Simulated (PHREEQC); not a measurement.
0.31 g of hydrous ferric oxide (600 m²/g; 0.2 weak and 0.005 strong sites per Fe, Dzombak-Morel constants, diffuse double layer) in 1 kg of water with 0.3 mol/kgw of an inert sodium salt and 1.8e-06 mol ZnSO4, 0.00051 mol Na2SO4 and 2.5e-05 mol CuCl2, at 25 °C; the pH is set by adding NaOH or the inert anion's acid. O2 is buffered at 0.21 atm. CO2 from the air is kept out. No solid was allowed to form.

Base run: PHREEQC, ion-association model, wateq4f.dat. Each further column changes one thing. The table gives S sorbed (%).

```json
[
 {"pH": "3", "base": "32.1", "no electrostatic term (-no_edl)": "0.0", "background salt from 0.3 to 0.03 mol/kgw": "56.1", "oxide from 0.31 to 1.6 g/kgw": "90.6", "0.0012 mol/kgw NiCl2 added": "31.9"},
 {"pH": "4", "base": "31.4", "no electrostatic term (-no_edl)": "0.0", "background salt from 0.3 to 0.03 mol/kgw": "54.9", "oxide from 0.31 to 1.6 g/kgw": "89.7", "0.0012 mol/kgw NiCl2 added": "31.2"},
 {"pH": "4.5", "base": "29.7", "no electrostatic term (-no_edl)": "0.0", "background salt from 0.3 to 0.03 mol/kgw": "52.1", "oxide from 0.31 to 1.6 g/kgw": "87.3", "0.0012 mol/kgw NiCl2 added": "29.5"},
 {"pH": "5.5", "base": "20.1", "no electrostatic term (-no_edl)": "0.0", "background salt from 0.3 to 0.03 mol/kgw": "37.6", "oxide from 0.31 to 1.6 g/kgw": "68.7", "0.0012 mol/kgw NiCl2 added": "19.9"},
 {"pH": "6.5", "base": "6.4", "no electrostatic term (-no_edl)": "0.0", "background salt from 0.3 to 0.03 mol/kgw": "16.4", "oxide from 0.31 to 1.6 g/kgw": "26.3", "0.0012 mol/kgw NiCl2 added": "7.8"},
 {"pH": "7.5", "base": "0.6", "no electrostatic term (-no_edl)": "0.1", "background salt from 0.3 to 0.03 mol/kgw": "2.1", "oxide from 0.31 to 1.6 g/kgw": "2.5", "0.0012 mol/kgw NiCl2 added": "4.7"},
 {"pH": "8", "base": "0.1", "no electrostatic term (-no_edl)": "0.1", "background salt from 0.3 to 0.03 mol/kgw": "?", "oxide from 0.31 to 1.6 g/kgw": "?", "0.0012 mol/kgw NiCl2 added": "2.6"},
 {"pH": "9", "base": "0.0", "no electrostatic term (-no_edl)": "0.0", "background salt from 0.3 to 0.03 mol/kgw": "0.0", "oxide from 0.31 to 1.6 g/kgw": "0.0", "0.0012 mol/kgw NiCl2 added": "?"}
]
```

Problem. What belongs in the gaps?

Solution. 
- 8, background salt from 0.3 to 0.03 mol/kgw: 0.3
- 8, oxide from 0.31 to 1.6 g/kgw: 0.5
- 9, 0.0012 mol/kgw NiCl2 added: 0.4

The database's constant for dissolved Cu(OH)2 is higher than later reviews accept. The oxide is taken as insoluble; below pH 4 it would dissolve. In at least one series the solution becomes supersaturated in solids that the run did not let form, among them Cu(OH)2, Ni(OH)2, Ni4(OH)6SO4.
